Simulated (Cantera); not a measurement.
## Stirred combustor or abatement burner

A perfectly stirred reactor is fed with H₂ : O₂ : N₂ = 1 : 0.625 : 2.35 (molar parts), at 3750 Torr; it is adiabatic with a 748 K inlet, and is followed from long to short residence time, starting on the burning branch (τ in s: 0.08, 0.035, 0.016, 0.0068, 0.003, 0.0013, 0.00058, 0.00026, 0.00011, 5e-05, 2.2e-05, 9.6e-06).

Cantera simulation using the H2/O2 subset of GRI-Mech 3.0, which has no nitrogen chemistry; the numbers are that mechanism's predictions, not measurements. The hydrogen kinetics of GRI-Mech 3.0 are dated; newer H2 mechanisms differ, most at raised pressure.

```json
[
 {"τ (s)": "0.080", "T (K)": "2499", "x H₂": "0.00398", "x O₂": "0.0347", "x H₂O₂": "8.12e-7", "x OH": "0.0103", "x H₂O": "0.277"},
 {"τ (s)": "0.035", "T (K)": "2499", "x H₂": "0.00400", "x O₂": "0.0348", "x H₂O₂": "8.12e-7", "x OH": "0.0103", "x H₂O": "0.277"},
 {"τ (s)": "0.016", "T (K)": "2498", "x H₂": "0.00404", "x O₂": "0.0348", "x H₂O₂": "8.11e-7", "x OH": "0.0103", "x H₂O": "0.277"},
 {"τ (s)": "0.0068", "T (K)": "2497", "x H₂": "0.00415", "x O₂": "0.0348", "x H₂O₂": "8.11e-7", "x OH": "0.0104", "x H₂O": "0.276"},
 {"τ (s)": "0.0030", "T (K)": "2494", "x H₂": "0.00438", "x O₂": "0.0348", "x H₂O₂": "8.10e-7", "x OH": "0.0106", "x H₂O": "0.276"},
 {"τ (s)": "0.0013", "T (K)": "2487", "x H₂": "0.00491", "x O₂": "0.0349", "x H₂O₂": "8.11e-7", "x OH": "0.0110", "x H₂O": "0.275"},
 {"τ (s)": "0.00058", "T (K)": "2473", "x H₂": "0.00597", "x O₂": "0.0352", "x H₂O₂": "8.19e-7", "x OH": "0.0119", "x H₂O": "0.273"},
 {"τ (s)": "0.00026", "T (K)": "2446", "x H₂": "0.00796", "x O₂": "0.0356", "x H₂O₂": "8.53e-7", "x OH": "0.0132", "x H₂O": "0.269"},
 {"τ (s)": "0.00011", "T (K)": "2395", "x H₂": "0.0116", "x O₂": "0.0366", "x H₂O₂": "9.56e-7", "x OH": "0.0153", "x H₂O": "0.263"},
 {"τ (s)": "5.0e-5", "T (K)": "2322", "x H₂": "0.0163", "x O₂": "0.0382", "x H₂O₂": "1.14e-6", "x OH": "0.0173", "x H₂O": "0.254"},
 {"τ (s)": "2.2e-5", "T (K)": "2217", "x H₂": "0.0226", "x O₂": "0.0408", "x H₂O₂": "1.44e-6", "x OH": "0.0187", "x H₂O": "0.242"},
 {"τ (s)": "9.6e-6", "T (K)": "2081", "x H₂": "0.0299", "x O₂": "0.0446", "x H₂O₂": "1.97e-6", "x OH": "0.0188", "x H₂O": "0.228"}
]
```
x: mole fraction; the columns are a selection and need not sum to one.
